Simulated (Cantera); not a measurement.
Feed: 1 mol CF4, 0.91 mol F2, 0.22 mol H2, 0.075 mol CH4, at 3275 K and 1000 Pa.

Equilibrium computed with Cantera from the NASA thermochemical tables; the gas is ideal and each condensed phase is pure. Candidate condensed phases: C, C6H6, C7H8, C8H18; 95 gas species. The numbers say what is thermodynamically allowed, not how fast it happens.

What is the equilibrium state?


| Property | Result |
|---|---|
| x(F) | 0.767 |
| x(HF) | 0.103 |
| x(CF) | 0.0568 |
| x(C3) | 0.0251 |
| x(C) | 0.0212 |
| x(H) | 0.0155 |
| x(C2) | 0.00707 |
| x(CF2) | 0.00390 |
| x(C5) | 0.000144 |
| gas amount | 6.226 mol |
| log10 activity of C(graphite) (absent) | -0.42 |
